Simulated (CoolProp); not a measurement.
Values from CoolProp's reference Helmholtz-energy equation of state, Lemmon 2005. It is a short technical equation, of lower accuracy than the large ones.

Q: Give the vapour pressure (kPa), liquid density (kg/m³), vapour density (kg/m³), enthalpy of vaporisation (kJ/kg) of saturated trans-2-butene at 257.3, 278.1, 382.3 K.

A: 
| T (K) | p (kPa) | liquid density (kg/m³) | vapour density (kg/m³) | enthalpy of vaporisation (kJ/kg) |
|---|---|---|---|---|
| 257.3 | 51.0 | 645 | 1.37 | 420 |
| 278.1 | 118 | 622 | 3.01 | 401 |
| 382.3 | 1800 | 473 | 45.5 | 258 |
